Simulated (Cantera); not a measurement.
Input: 1 mol C6H6, 0.14 mol H2O, 0.3 mol N2, held at 750 Torr.

These are equilibrium values from Cantera (NASA tables, ideal gas, pure condensed phases), not measurements of a reactor. Candidate condensed phases: C, C6H6, C7H8, C8H18, H2O; 136 gas species. The numbers say what is thermodynamically allowed, not how fast it happens.

x: gas mole fraction; n: condensed amount in mol.

```json
[
 {"T (K)": "1573", "x H2": "0.875", "x N2": "0.0837", "x CO": "0.0391", "x HCN": "___", "n C(graphite)": "5.85"},
 {"T (K)": "1673", "x H2": "0.875", "x N2": "0.0834", "x CO": "0.0391", "x HCN": "___", "n C(graphite)": "5.85"},
 {"T (K)": "1773", "x H2": "0.875", "x N2": "0.0831", "x CO": "0.0391", "x HCN": "___", "n C(graphite)": "5.85"},
 {"T (K)": "1873", "x H2": "0.875", "x N2": "0.0826", "x CO": "0.0391", "x HCN": "___", "n C(graphite)": "5.85"},
 {"T (K)": "1973", "x H2": "0.873", "x N2": "0.0819", "x CO": "0.0391", "x HCN": "___", "n C(graphite)": "5.84"},
 {"T (K)": "2073", "x H2": "0.871", "x N2": "0.0810", "x CO": "0.0391", "x HCN": "___", "n C(graphite)": "5.83"},
 {"T (K)": "2173", "x H2": "0.867", "x N2": "0.0797", "x CO": "0.0390", "x HCN": "___", "n C(graphite)": "5.82"}
]
```

Problem. Complete the blanks.

Solution. 
- 1573, x HCN: 0.000467
- 1673, x HCN: 0.000852
- 1773, x HCN: 0.00145
- 1873, x HCN: 0.00232
- 1973, x HCN: 0.00354
- 2073, x HCN: 0.00517
- 2173, x HCN: 0.00725
